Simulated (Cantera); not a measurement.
Feed: 1 mol Al, 81 mol NH₃, 30 mol H₂, held at 625 K and 20.0 Pa.

Method: chemical equilibrium by Gibbs-energy minimisation in Cantera with the NASA 1993 tables (ideal gas, pure condensed phases). Candidate condensed phases: Al, AlN; 13 gas species. The numbers say what is thermodynamically allowed, not how fast it happens.

Base state: H₂ 0.791, N₂ 0.209 (mole fractions); condensed: AlN(s).

Question: What changes in the equilibrium state with this change: NH₃ from 81 to 0.75 mol?

Answer: 
```tsv
species	before	after
H₂	0.791	1.00
N₂	0.209	<1e-9
AlN(s), mol	1.00	0.750
Al(s), mol	0	0.250
```
